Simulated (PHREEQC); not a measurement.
Consider water at 25 °C with 0.72 mol/kgw Na2CO3, 0.063 mol/kgw K2SO4 and 0.34 mol/kgw NaCl. Closed to the air; pH follows from the charge balance.

All values are PHREEQC results (Pitzer model, pitzer.dat), not measurements.

This is a speciation only: nothing precipitates in the calculation.

Q: Predict the pH, density, activity of water.

A: pH 11.61; density 1.090 g/cm³; activity of water 0.960.

Complexes and solids missing from the database can't appear. In brines, pH and single-ion activities rest on the MacInnes convention.
